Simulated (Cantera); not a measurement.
Cantera with NASA thermochemical tables; ideal gases at 1 bar, condensed phases pure. Values are per mole of reaction as written; species without (g) are pure solids or liquids, kept so even where they would boil at 1 bar. TaC: taken at fixed stoichiometry.

Problem. Between 700 and 800 K, where is each reaction favourable under standard conditions?
- 4 CO(g) + TaO2(g) → TaC + 3 CO2(g)
- 7 CO2(g) + 2 TaC → 9 CO(g) + Ta2O5

Solution. 
- 4 CO(g) + TaO2(g) → TaC + 3 CO2(g): ΔG° is -411 kJ at 700 K and -372 kJ at 800 K; it stays negative (K > 1). ΔH° is -677 kJ and ΔS° -381 J/K at 800 K.
- 7 CO2(g) + 2 TaC → 9 CO(g) + Ta2O5: ΔG° is -244 kJ at 700 K and -281 kJ at 800 K; it stays negative (K > 1). ΔH° is 14 kJ and ΔS° 369 J/K at 800 K.
